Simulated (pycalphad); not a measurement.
CALPHAD calculation (pycalphad, COST 507 light-alloy database (1999)), 1 atm. No gas phase is included, though pure Ti would boil below 3577 °C. The data set is of 1999 and partly superseded. Diffusion is slow at the low end, where real alloys seldom reach equilibrium.

Molar enthalpy of Ti-30.29Hf-1.702B (wt.%) in equilibrium (SER reference):

```csv
T (°C),H (kJ/mol),phases
3577,144.93,liquid
3427,138.23,liquid
3277,131.52,liquid
3127,124.81,liquid
2977,118.10,liquid
2827,111.39,liquid
2677,104.68,liquid
2527,97.97,liquid
2377,91.26,liquid
2227,84.55,liquid
2077,77.85,liquid
1927,71.14,liquid
1777,64.45,liquid
1702,61.11,liquid
1627,57.78,liquid
1477,33.29,bcc + BM
1402,30.73,bcc + BM
1327,28.23,bcc + BM
1177,23.41,bcc + BM
1027,18.78,bcc + BM
877,14.30,bcc + BM
727,6.23,hcp + BM
577,1.53,hcp + BM
427,-2.97,hcp + BM
277,-7.25,hcp + BM
```

Cooling from 1627 °C to 1477 °C, across the freezing range, releases 24.5 kJ/mol, or 428 J/g. The slope is 44 J/(mol K) in the liquid and 34 J/(mol K) just below the solidus, where it includes any heat of precipitation. Liquidus 1576 °C, solidus 1544 °C. Changes were sought between steps of 75 K, so a narrower field can be missed.

Database names, with the compositions (at.%) that they take in these runs: BM: Ti 48-50 B 50 Hf 0-2.
